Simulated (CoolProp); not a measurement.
Vapour-liquid equilibrium of R125 (1) + R236FA (2) at 0.482 MPa; x and y are mole fractions of (1).

Computed with CoolProp (multi-fluid Helmholtz-energy mixture model, Lemmon 2005 and Pan 2012; pair parameters Bell 2016).

| x | bubble temperature (K) | y at the bubble point | dew temperature at overall composition x (K) | liquid density (mol/L) |
|---|---|---|---|---|
| 0.05 | 311.7 | 0.159 | 315.0 | 8.685 |
| 0.125 | 305.0 | 0.351 | 312.7 | 8.935 |
| 0.2 | 299.1 | 0.498 | 310.3 | 9.175 |
| 0.275 | 293.8 | 0.611 | 307.8 | 9.406 |
| 0.35 | 289.1 | 0.699 | 305.1 | 9.628 |
| 0.425 | 284.9 | 0.767 | 302.2 | 9.844 |
| 0.5 | 281.1 | 0.822 | 299.0 | 10.05 |
| 0.575 | 277.7 | 0.865 | 295.6 | 10.26 |
| 0.65 | 274.6 | 0.900 | 291.8 | 10.46 |
| 0.725 | 271.8 | 0.929 | 287.6 | 10.66 |
| 0.8 | 269.2 | 0.953 | 282.7 | 10.86 |
| 0.875 | 266.8 | 0.973 | 276.9 | 11.05 |
| 0.95 | 264.5 | 0.990 | 269.5 | 11.24 |

No azeotrope shows between x = 0.05 and 0.95.

The pair parameters rest on a limited set of measurements; away from them the model extrapolates.
